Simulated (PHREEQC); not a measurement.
Consider water at 25 °C with 3 mmol/kgw HNO3 and 7.9 mmol/kgw CaCl2. Closed to the air; pH follows from the charge balance.

All values are PHREEQC results (ion-association model, wateq4f.dat), not measurements.

The pH comes out as 2.58 and the ionic strength is 0.0267 mol/kgw. The total alkalinity is -3.00 meq/kg.

| species | molality | activity | log γ |
|---|---|---|---|
| Cl- | 0.0158 | 0.0135 | -0.070 |
| Ca+2 | 0.00790 | 0.00436 | -0.258 |
| H+ | 0.00300 | 0.00264 | -0.056 |
| NO3- | 0.00300 | 0.00254 | -0.072 |

Precipitation was switched off in this run.
